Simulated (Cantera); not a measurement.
Cantera run, input and output.

```python
import numpy as np
import cantera as ct

gas = ct.Solution("gri30.yaml", transport_model="multicomponent")
show = ['CH4', 'H2O', 'NH3']

rows = []
print(f"{'T/K':>7s}{'rho':>11s}{'cp':>10s}{'mu':>11s}{'lambda':>11s}{'Pr':>7s}" + "".join(f"{'D_' + s:>11s}" for s in show))
for T in [400, 500, 600, 700, 800, 900, 1000, 1100]:
    gas.TPX = T, 50000, {'N2': 0.26}
    Pr = gas.cp_mass * gas.viscosity / gas.thermal_conductivity
    D = [gas.mix_diff_coeffs_mole[gas.species_index(s)] for s in show]
    rows.append([gas.density, gas.cp_mass, gas.viscosity, gas.thermal_conductivity, Pr, *D])
    print(f"{T:7g}{gas.density:11.4e}{gas.cp_mass:10.1f}{gas.viscosity:11.4e}"
          f"{gas.thermal_conductivity:11.4e}{Pr:7.3f}" + "".join(f"{d:11.4e}" for d in D))
print("SI units: kg/m3, J/kg/K, Pa s, W/m/K, m2/s")
```

Result:

```
    T/K        rho        cp         mu     lambda     Pr      D_CH4      D_H2O      D_NH3
    400 4.2116e-01    1046.6 2.2340e-05 3.2949e-02  0.710 7.5651e-05 8.0269e-05 7.7460e-05
    500 3.3693e-01    1057.9 2.6124e-05 3.9056e-02  0.708 1.1142e-04 1.2207e-04 1.1700e-04
    600 2.8078e-01    1074.0 2.9584e-05 4.4978e-02  0.706 1.5224e-04 1.7058e-04 1.6266e-04
    700 2.4066e-01    1095.3 3.2807e-05 5.0908e-02  0.706 1.9779e-04 2.2524e-04 2.1396e-04
    800 2.1058e-01    1120.7 3.5844e-05 5.6920e-02  0.706 2.4779e-04 2.8562e-04 2.7051e-04
    900 1.8718e-01    1147.0 3.8733e-05 6.2946e-02  0.706 3.0204e-04 3.5137e-04 3.3202e-04
   1000 1.6847e-01    1169.5 4.1498e-05 6.8763e-02  0.706 3.6035e-04 4.2223e-04 3.9824e-04
   1100 1.5315e-01    1187.2 4.4159e-05 7.4289e-02  0.706 4.2258e-04 4.9795e-04 4.6897e-04
SI units: kg/m3, J/kg/K, Pa s, W/m/K, m2/s
```

Cantera simulation using GRI-Mech 3.0 (53 species, 325 reactions); the numbers are that mechanism's predictions, not measurements.
